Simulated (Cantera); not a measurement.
**Si + Br2 (silicon etching in halogen gases)**

A closed system holds: 1 mol Si, a varied amount of Br2, equilibrated at 1423 K and 3.60 Pa.

Equilibrium computed with Cantera from the NASA thermochemical tables; the gas is ideal and each condensed phase is pure. Candidate condensed phases: Br2, Si; 9 gas species. The tables' values for SiBr3, SiBr are old estimates; treat these amounts as uncertain. Rates play no part.

At 0.59 mol Br2 the condensed part is Si(s). From 1.5 mol Br2 to 7.6 mol Br2 nothing is condensed. The main Si-bearing gas is SiBr2 throughout.

| n(Br2) (mol) | log p Br | log p SiBr2 | log p SiBr3 | log p SiBr4 | log p SiBr | log p Br2 | log p Si | log p Si2 | n Si(s) |
|---|---|---|---|---|---|---|---|---|---|
| 0.59 | -5.46 | -4.49 | -6.98 | -8.08 | -7.43 | -9.50 | -8.82 | -11.96 | 0.440 |
| 1.5 | -4.75 | -4.75 | -6.53 | -6.91 | -8.40 | -8.08 | -10.50 | -15.32 | 0 |
| 2.4 | -4.58 | -5.03 | -6.64 | -6.85 | -8.86 | -7.73 | -11.13 | <-16 | 0 |
| 3.2 | -4.53 | -5.19 | -6.75 | -6.92 | -9.06 | -7.65 | -11.37 | <-16 | 0 |
| 4.1 | -4.51 | -5.32 | -6.86 | -7.00 | -9.21 | -7.60 | -11.55 | <-16 | 0 |
| 5 | -4.50 | -5.42 | -6.94 | -7.07 | -9.32 | -7.57 | -11.68 | <-16 | 0 |
| 5.9 | -4.49 | -5.50 | -7.01 | -7.13 | -9.41 | -7.55 | -11.78 | <-16 | 0 |
| 6.7 | -4.48 | -5.56 | -7.07 | -7.18 | -9.48 | -7.54 | -11.85 | <-16 | 0 |
| 7.6 | -4.48 | -5.62 | -7.12 | -7.23 | -9.54 | -7.53 | -11.92 | <-16 | 0 |
log p: log10 of the partial pressure in bar; n: condensed amount in mol.
